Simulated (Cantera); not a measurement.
## Reactions in the system Ca-H-O

Source: NASA polynomial tables (part measured, part estimated), evaluated in Cantera. Values are per mole of reaction as written; species without (g) are pure solids or liquids, kept so even where they would boil at 1 bar.

H2O(g) + O(g) + Ca ⇌ Ca(OH)2

```json
[
 {"T (K)": "473", "ΔH° (kJ)": "-991.0", "ΔS° (J/K)": "-302.9", "ΔG° (kJ)": "-847.8", "log10 K": "93.62"},
 {"T (K)": "523", "ΔH° (kJ)": "-990.1", "ΔS° (J/K)": "-301.0", "ΔG° (kJ)": "-832.7", "log10 K": "83.16"},
 {"T (K)": "573", "ΔH° (kJ)": "-989.1", "ΔS° (J/K)": "-299.2", "ΔG° (kJ)": "-817.7", "log10 K": "74.54"},
 {"T (K)": "623", "ΔH° (kJ)": "-988.1", "ΔS° (J/K)": "-297.5", "ΔG° (kJ)": "-802.8", "log10 K": "67.31"},
 {"T (K)": "673", "ΔH° (kJ)": "-987.2", "ΔS° (J/K)": "-296.0", "ΔG° (kJ)": "-787.9", "log10 K": "61.15"},
 {"T (K)": "723", "ΔH° (kJ)": "-987.1", "ΔS° (J/K)": "-295.9", "ΔG° (kJ)": "-773.2", "log10 K": "55.86"},
 {"T (K)": "773", "ΔH° (kJ)": "-986.0", "ΔS° (J/K)": "-294.4", "ΔG° (kJ)": "-758.4", "log10 K": "51.25"},
 {"T (K)": "823", "ΔH° (kJ)": "-984.8", "ΔS° (J/K)": "-292.9", "ΔG° (kJ)": "-743.7", "log10 K": "47.20"},
 {"T (K)": "873", "ΔH° (kJ)": "-983.6", "ΔS° (J/K)": "-291.5", "ΔG° (kJ)": "-729.1", "log10 K": "43.62"},
 {"T (K)": "923", "ΔH° (kJ)": "-982.4", "ΔS° (J/K)": "-290.1", "ΔG° (kJ)": "-714.6", "log10 K": "40.44"}
]
```
